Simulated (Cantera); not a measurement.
Cantera run, input and output.

```python
import numpy as np
import cantera as ct

gas = ct.Solution("gri30.yaml")
gas.TPX = 425, 180000, {'CH4': 1, 'H2': 0.13, 'O2': 2.87, 'N2': 12.3}
flame = ct.FreeFlame(gas, width=0.027)
flame.set_refine_criteria(ratio=3, slope=0.08, curve=0.16)
flame.transport_model = "mixture-averaged"
flame.solve(loglevel=0, auto=True)
z, T = flame.grid, flame.T
thick = (T[-1] - T[0]) / np.gradient(T, z).max()
show = ['CH4', 'H2', 'O2', 'CH2CO', 'NO', 'CH3']
print(f"laminar burning velocity  {flame.velocity[0] * 100:.3f} cm/s")
print(f"burnt temperature         {T[-1]:.1f} K")
print(f"thermal thickness         {thick * 1e3:.4f} mm")
print(f"grid points               {len(z)}")
z0 = z[flame.heat_release_rate.argmax()]
print(f"{'z/mm':>9s}{'T/K':>9s}{'u/(m/s)':>9s}" + "".join(f"{s:>11s}" for s in show))
rows = []
for k in (-3, -2, -1.5, -1, -0.5, -0.25, 0, 0.25, 0.5, 1, 2, 4, 8):
    zz = z0 + k * thick
    rows.append([k * thick, np.interp(zz, z, T), np.interp(zz, z, flame.velocity),
                 *(np.interp(zz, z, flame.X[gas.species_index(s)]) for s in show)])
    print(f"{rows[-1][0] * 1e3:9.3f}{rows[-1][1]:9.1f}{rows[-1][2]:9.3f}" + "".join(f"{x:11.3e}" for x in rows[-1][3:]))
```

Output:

```
laminar burning velocity  24.904 cm/s
burnt temperature         1851.1 K
thermal thickness         0.4255 mm
grid points               135
     z/mm      T/K  u/(m/s)        CH4         H2         O2      CH2CO         NO        CH3
   -1.277    425.6    0.249  6.132e-02  7.808e-03  1.761e-01  1.329e-09  6.748e-11  9.443e-10
   -0.851    432.7    0.254  6.094e-02  7.532e-03  1.757e-01  3.833e-08  1.011e-09  1.201e-08
   -0.638    452.0    0.265  5.989e-02  7.250e-03  1.745e-01  2.133e-07  4.446e-09  5.046e-08
   -0.426    544.2    0.320  5.507e-02  6.779e-03  1.679e-01  1.884e-06  3.687e-08  5.668e-07
   -0.213    904.4    0.534  3.644e-02  6.152e-03  1.379e-01  1.713e-05  5.375e-07  4.537e-05
   -0.106   1229.8    0.728  1.925e-02  5.786e-03  1.074e-01  4.287e-05  1.330e-06  3.398e-04
    0.000   1546.6    0.916  3.599e-03  4.543e-03  7.399e-02  4.088e-05  2.370e-06  4.060e-04
    0.106   1678.6    0.990  1.248e-04  2.486e-03  5.850e-02  2.799e-06  3.494e-06  2.149e-05
    0.213   1733.9    1.019  2.780e-06  1.708e-03  5.421e-02  6.684e-08  4.271e-06  5.591e-07
    0.426   1789.9    1.048  2.502e-09  1.057e-03  5.155e-02  6.573e-11  5.160e-06  6.230e-10
    0.851   1828.0    1.069  1.075e-13  4.483e-04  5.036e-02  4.243e-15  5.920e-06  3.385e-14
    1.702   1844.8    1.078  4.332e-17  1.405e-04  5.007e-02  7.018e-19  6.395e-06  1.023e-16
    3.404   1850.1    1.080  1.443e-17  5.189e-05  5.005e-02  1.367e-19  6.684e-06  2.219e-17
```

Computed with Cantera and GRI-Mech 3.0 (53 species, 325 reactions). Burning velocities carry a grid error of a few per cent, more on coarse grids.
